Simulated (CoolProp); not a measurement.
Vapour-liquid equilibrium of n-heptane (1) + ethylbenzene (2) at 46.75 °C; x and y are mole fractions of (1).

The numbers come from the multi-fluid Helmholtz-energy mixture model, Span 2003 and Zhou 2012; pair parameters Bell 2016 in CoolProp.

| x | bubble pressure, mixture model (kPa) | bubble pressure, Raoult's law (kPa) | y, mixture model | y, Raoult's law |
|---|---|---|---|---|
| 0.05 | 5.010 | 4.642 | 0.236 | 0.178 |
| 0.15 | 6.750 | 5.890 | 0.487 | 0.420 |
| 0.25 | 8.240 | 7.138 | 0.623 | 0.578 |
| 0.35 | 9.549 | 8.385 | 0.710 | 0.688 |
| 0.45 | 10.73 | 9.633 | 0.774 | 0.771 |
| 0.55 | 11.83 | 10.88 | 0.825 | 0.834 |
| 0.65 | 12.88 | 12.13 | 0.869 | 0.884 |
| 0.75 | 13.91 | 13.38 | 0.908 | 0.925 |
| 0.85 | 14.93 | 14.62 | 0.946 | 0.959 |
| 0.95 | 15.97 | 15.87 | 0.982 | 0.987 |

The largest gap from Raoult's law is +15.4 % in bubble pressure, at x = 0.25. No azeotrope shows between x = 0.05 and 0.95.

The pair parameters rest on a limited set of measurements; away from them the model extrapolates.
